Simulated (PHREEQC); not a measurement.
Solution A (0.02 mol NaHCO3, 4.7e-05 mol Na2B4O7 and 7.9e-05 mol NaCl per kg of water) is mixed with solution B (1.4 mmol/kgw Ag2SO4 and 0.66 mmol/kgw HNO3) at 25 °C; shares are by mass of water, 1 kg in all. Oxygen is held at 0.21 atm. The system is closed to CO2. Solids allowed: Cerargyrite, Ag2O, Ag2CO3, Ag2SO4, Halite, Mirabilite, Nahcolite, Natron. Others were left out.

All values are PHREEQC results (ion-association model, wateq4f.dat), not measurements.

| share of solution B | pH | Ag2CO3 (mol) | Cerargyrite (mol) |
|---|---|---|---|
| 0 | 8.24 | 0 | 0 |
| 0.1 | 8.19 | 0 | 6.97e-5 |
| 0.2 | 8.06 | 5.46e-5 | 6.23e-5 |
| 0.3 | 7.88 | 0.000136 | 5.45e-5 |
| 0.4 | ___ | 0.000197 | 4.67e-5 |
| 0.5 | 7.54 | 0.000230 | 3.89e-5 |
| 0.6 | 7.39 | ___ | 3.11e-5 |
| 0.7 | 7.25 | 0.000155 | 2.32e-5 |
| 0.8 | ___ | 0 | ___ |
| 0.9 | 6.70 | 0 | 7.48e-6 |
| 1 | 3.25 | 0 | 0 |

Complete the blanks.


- 0.4, pH: 7.70
- 0.6, Ag2CO3 (mol): 0.000223
- 0.8, pH: 7.14
- 0.8, Cerargyrite (mol): 1.54e-5
